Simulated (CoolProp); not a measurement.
Vapour pressure (MPa) of decamethylcyclopentasiloxane (D5): the reference equation beside estimates from Tc = 618.3 K, pc = 1.078 MPa, ω = 0.631.

Values from CoolProp's reference Helmholtz-energy equation of state, Thol 2019.

```csv
T (K),reference,Lee-Kesler,van der Waals,Redlich-Kwong,Soave-Redlich-Kwong,Peng-Robinson
304.8,3.397e-5,5.067e-5,0.02719,0.001995,4.984e-5,6.151e-5
320.6,0.0001149,0.0001532,0.03816,0.003974,0.0001514,0.0001798
336.3,0.0003315,0.0004062,[?],[?],0.0004027,0.0004630
352.1,0.0008469,0.0009732,0.06878,[?],0.0009672,0.001082
367.8,0.001930,0.002115,0.08906,0.02015,0.002106,0.002301
383.5,0.004014,0.004248,0.1131,0.03101,0.004234,0.004538
399.3,0.007745,0.007993,0.1413,[?],0.007977,0.008407
415,0.01391,0.01410,0.1737,0.06542,0.01409,0.01465
430.8,0.02365,[?],0.2110,0.09059,0.02371,0.02436
446.5,[?],0.03785,0.2528,0.1219,0.03797,0.03865
462.3,0.05898,0.05826,0.2999,0.1605,0.05859,0.05917
478,0.08766,0.08630,0.3520,0.2067,0.08706,0.08737
493.7,0.1261,0.1239,0.4095,0.2615,0.1254,0.1253
```

Question: Complete the blanks.

Answer: 
- 336.3, van der Waals: 0.05185
- 336.3, Redlich-Kwong: 0.007270
- 352.1, Redlich-Kwong: 0.01247
- 399.3, Redlich-Kwong: 0.04591
- 430.8, Lee-Kesler: 0.02368
- 446.5, reference: 0.03812

Absolute difference from the reference over all 13 rows, mean and median: Lee-Kesler 11.2 and 3.2 %, van der Waals 11462.3 and 1724.4 %, Redlich-Kwong 1230.4 and 492.8 %, Soave-Redlich-Kwong 10.4 and 3.0 %, Peng-Robinson 19.8 and 8.5 %.
